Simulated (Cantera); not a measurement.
A freely propagating, adiabatic, planar premixed flame of 11.9 % CH4, 17.0 % O2, 64.0 % N2, 7.03 % CO2, equivalence ratio 1.4, unburnt at 475 K and 45000 Pa; multicomponent transport, grid criteria slope 0.08 and curve 0.16, no radiation.

Detailed kinetics in Cantera: GRI-Mech 3.0 (53 species, 325 reactions). Burning velocities carry a grid error of a few per cent, more on coarse grids.

x: mole fraction of selected species; z is measured from the peak of heat release.

| z (mm) | T (K) | u (m/s) | x CH4 | x O2 | x CO2 | x CH2CO | x H2 | x CO |
|---|---|---|---|---|---|---|---|---|
| -4.48 | 476 | 0.346 | 0.119 | 0.170 | 0.0701 | <1e-8 | 0.00348 | 1.93e-5 |
| -2.98 | 482 | 0.352 | 0.118 | 0.169 | 0.0697 | 9.75e-8 | 0.00847 | 0.000197 |
| -2.24 | 503 | 0.369 | 0.115 | 0.166 | 0.0694 | 7.10e-7 | 0.0139 | 0.000891 |
| -1.49 | (withheld) | 0.465 | (withheld) | 0.155 | 0.0690 | (withheld) | (withheld) | (withheld) |
| -0.746 | 1065 | 0.808 | 0.0682 | 0.111 | 0.0709 | 0.000103 | 0.0360 | 0.0294 |
| -0.373 | 1418 | 1.09 | 0.0358 | 0.0699 | 0.0747 | 0.000231 | 0.0421 | 0.0537 |
| 0 | 1726 | 1.34 | 0.00866 | 0.0277 | 0.0798 | 0.000159 | 0.0448 | 0.0790 |
| 0.373 | 1855 | 1.45 | 0.000852 | 0.00717 | 0.0844 | 1.99e-5 | 0.0423 | 0.0882 |
| 0.746 | 1883 | 1.47 | 6.31e-5 | 0.00180 | 0.0875 | 1.95e-6 | 0.0407 | 0.0879 |
| 1.49 | 1895 | 1.47 | 6.70e-7 | 0.000398 | 0.0898 | 6.43e-8 | 0.0405 | 0.0864 |
| 2.98 | 1906 | 1.48 | <1e-8 | 0.000241 | 0.0902 | <1e-8 | 0.0408 | 0.0862 |
| 5.97 | 1919 | 1.49 | <1e-8 | 0.000141 | 0.0900 | <1e-8 | 0.0408 | 0.0865 |
| 11.9 | 1931 | 1.50 | <1e-8 | (withheld) | 0.0897 | <1e-8 | 0.0409 | 0.0869 |

Q: Some entries are withheld; supply them.

A: 
- -1.49, T (K): 626
- -1.49, x CH4: 0.105
- -1.49, x CH2CO: 9.73e-6
- -1.49, x H2: 0.0234
- -1.49, x CO: 0.00578
- 11.9, x O2: 6.40e-5
